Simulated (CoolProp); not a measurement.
A single-stage vapour-compression cycle with the fluid: evaporating at 252.15 K (dew point), condensing at 298.15 K (bubble point), superheat 0 K, subcooling 2 K, compressor efficiency 0.65, no pressure losses. The same conditions are run with several fluids, on thermodynamics alone (safety and materials aside).

Model: reference Helmholtz-energy equation of state of each fluid (R123: Younglove 1994; nitrous oxide: Lemmon 2006; trans-2-butene: Lemmon 2005; C3F8 (R218): Lemmon 2006; ammonia: Gao 2020; R21: Platzer 1990), in CoolProp. The equations of Platzer and Polt are older, rougher fits.

```csv
fluid,cooling COP,pressure ratio,discharge temperature (K),refrigerating effect (kJ/kg),volumetric capacity (kJ/m³)
R123,3.08,8.05,326.0,146,122
nitrous oxide,2.28,3.24,356.6,178,8080
trans-2-butene,3.07,5.79,325.5,327,362
C3F8 (R218),2.33,4.41,298.2,51.6,991
ammonia,2.97,5.52,427.2,1130,1730
R21,3.13,6.73,366.1,210,283
```

The compression ends wet for: C3F8 (R218).
